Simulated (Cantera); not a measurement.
Input: 1 mol Si, a varied amount of HBr, at 1048 K and 0.160 bar.

Method: chemical equilibrium by Gibbs-energy minimisation in Cantera with the NASA 1993 tables (ideal gas, pure condensed phases). Candidate condensed phases: Br₂, Si; 19 gas species. The tables' values for SiBr₃ are old estimates; treat these amounts as uncertain. The numbers say what is thermodynamically allowed, not how fast it happens.

x: gas mole fraction; n: condensed amount in mol.

```tsv
n(HBr) (mol)	x HBr	x H₂	x SiBr₄	x SiHBr₃	x SiBr₂	x SiBr₃	x SiH₂Br₂	n Si(s)
2.4	0.0529	0.622	0.295	0.0208	0.00547	0.00306	0.000692	0.408
3.2	0.0529	0.622	0.295	0.0208	0.00547	0.00306	0.000692	0.210
4.2	0.0822	0.606	0.294	0.0130	0.00220	0.00193	0.000272	0
5.5	0.335	0.442	0.220	0.00174	7.20e-5	0.000303	6.49e-6	0
7.3	…	…	…	…	…	0.000118	…	0
9.5	…	…	…	…	…	6.10e-5	…	0
13	0.750	0.167	0.0832	0.000111	2.05e-6	3.14e-5	6.95e-8	0
16	0.800	0.133	0.0666	6.64e-5	1.15e-6	2.11e-5	3.13e-8	0
```

Question: Complete the blanks.

Answer: 
- 9.5, x HBr: 0.647
- 9.5, x H₂: 0.235
- 9.5, x SiBr₄: 0.117
- 9.5, x SiHBr₃: 0.000255
- 9.5, x SiBr₂: 5.48e-6
- 9.5, x SiH₂Br₂: 2.62e-7
- 7.3, x HBr: 0.524
- 7.3, x H₂: 0.317
- 7.3, x SiBr₄: 0.158
- 7.3, x SiHBr₃: 0.000571
- 7.3, x SiBr₂: 1.52e-5
- 7.3, x SiH₂Br₂: 9.78e-7
